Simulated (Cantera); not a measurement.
**Halide evaporation, hydrolysis and transport: KCl + N2**

Feed: 1 mol KCl, 25 mol N2, equilibrated at 1.00 bar.

Method: chemical equilibrium by Gibbs-energy minimisation in Cantera with the NASA 1993 tables (ideal gas, pure condensed phases). Candidate condensed phases: K, KCl; 8 gas species. The numbers say what is thermodynamically allowed, not how fast it happens.

From 650 K to 1000 K the condensed part is KCl(s). From 1050 K to 1250 K the condensed part is KCl(l).

| T (K) | x N2 | x KCl | x K2Cl2 | x K | x Cl | n KCl(s) | n KCl(l) |
|---|---|---|---|---|---|---|---|
| 650 | 1.00 | 1.37e-10 | 8.95e-12 | <1e-12 | <1e-12 | 1.00 | 0 |
| 700 | 1.00 | 2.36e-9 | 2.30e-10 | <1e-12 | <1e-12 | 1.00 | 0 |
| 750 | 1.00 | 2.75e-8 | 3.76e-9 | <1e-12 | <1e-12 | 1.000 | 0 |
| 800 | 1.00 | 2.34e-7 | 4.26e-8 | <1e-12 | <1e-12 | 1.000 | 0 |
| 850 | 1.000 | 1.53e-6 | 3.57e-7 | 2.40e-12 | <1e-12 | 1.000 | 0 |
| 900 | 1.000 | 8.03e-6 | 2.32e-6 | <1e-12 | 1.16e-11 | 1.000 | 0 |
| 950 | 1.000 | 3.52e-5 | 1.22e-5 | 2.59e-12 | 2.70e-12 | 0.999 | 0 |
| 1000 | 1.000 | 0.000132 | 5.37e-5 | 1.98e-11 | 1.99e-11 | 0.994 | 0 |
| 1050 | 0.999 | 0.000424 | 0.000195 | 1.22e-10 | 1.22e-10 | 0 | 0.980 |
| 1100 | 0.998 | 0.00108 | 0.000487 | 5.94e-10 | 5.94e-10 | 0 | 0.949 |
| 1150 | 0.996 | 0.00250 | 0.00111 | 2.52e-9 | 2.51e-9 | 0 | 0.882 |
| 1200 | 0.992 | 0.00538 | 0.00231 | 9.41e-9 | 9.40e-9 | 0 | 0.748 |
| 1250 | 0.985 | 0.0108 | 0.00450 | 3.16e-8 | 3.15e-8 | 0 | 0.497 |
x: gas mole fraction; n: condensed amount in mol.
